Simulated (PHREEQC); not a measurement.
Consider water at 49 °C with 0.13 mol CuCl2, 0.00028 mol HNO3 and 4.9e-05 mol KCl per kg of water. Closed to the air; pH follows from the charge balance.

Model: ion-association model, wateq4f.dat, run in PHREEQC.

The pH is 3.62, the ionic strength comes out as 0.302 mol/kgw and the activity of water is 0.994. The total alkalinity is -0.280 meq/kg.

| species | molality | activity | log γ |
|---|---|---|---|
| Cl- | 0.214 | 0.144 | -0.174 |
| Cu+2 | 0.0869 | 0.0240 | -0.559 |
| CuCl+ | 0.0406 | 0.0275 | -0.169 |
| CuCl2 | 0.00251 | 0.00269 | 0.030 |
| H+ | 0.000310 | 0.000240 | -0.111 |
| NO3- | 0.000280 | 0.000181 | -0.189 |
| K+ | 4.90e-5 | 3.28e-5 | -0.174 |

Precipitation was switched off in this run. Examples of supersaturated solids here: Atacamite. Others may be too. Complexes and solids missing from the database can't appear. Constants without temperature data keep their 25 °C values here.
